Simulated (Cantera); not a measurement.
A perfectly stirred reactor is fed with NO : N2 = 1 : 0.12 (molar parts), at 0.0612 atm; it is held at 1675 K, and followed from long to short residence time.

Model: GRI-Mech 3.0 (53 species, 325 reactions), integrated in Cantera.

Task: Predict: x(NO) at τ = 30.0 s; x(N2O) at τ = 30.0 s; x(O) at τ = 30.0 s; x(O2) at τ = 30.0 s; x(NO2) at τ = 30.0 s; x(NO) at τ = 0.130 s; x(N2O) at τ = 0.130 s; x(O) at τ = 0.130 s; x(O2) at τ = 0.130 s; x(NO2) at τ = 0.130 s.

Result: 
* **x(NO) at τ = 30.0 s**: 0.733
* **x(N2O) at τ = 30.0 s**: 0.000176
* **x(O) at τ = 30.0 s**: 4.28e-5
* **x(O2) at τ = 30.0 s**: 0.0797
* **x(NO2) at τ = 30.0 s**: 0.000365
* **x(NO) at τ = 0.130 s**: 0.892
* **x(N2O) at τ = 0.130 s**: 0.000174
* **x(O) at τ = 0.130 s**: 1.36e-5
* **x(O2) at τ = 0.130 s**: 0.000324
* **x(NO2) at τ = 0.130 s**: 9.39e-5
